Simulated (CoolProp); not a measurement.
The fluid at 298.15 K and 0.34 MPa (liquid) is heated at constant pressure to 329 K. The same conditions are run with several fluids, on thermodynamics alone (safety and materials aside).

Values from CoolProp's reference Helmholtz-energy equation of state of each fluid (n-perfluorohexane: Gao 2022; benzene: Thol 2012; tetradecamethylhexasiloxane (MD4M): Thol 2019; p-xylene: Zhou 2012; R114: Platzer 1990). The equations of Platzer and Polt are older, rougher fits.

```tsv
fluid	heat (kJ/kg)	final phase	final density (kg/m³)
n-perfluorohexane	33.0	liquid	1580
benzene	54.9	liquid	841
tetradecamethylhexasiloxane (MD4M)	53.9	liquid	857
p-xylene	54.5	liquid	830
R114	149	gas	23.1
```
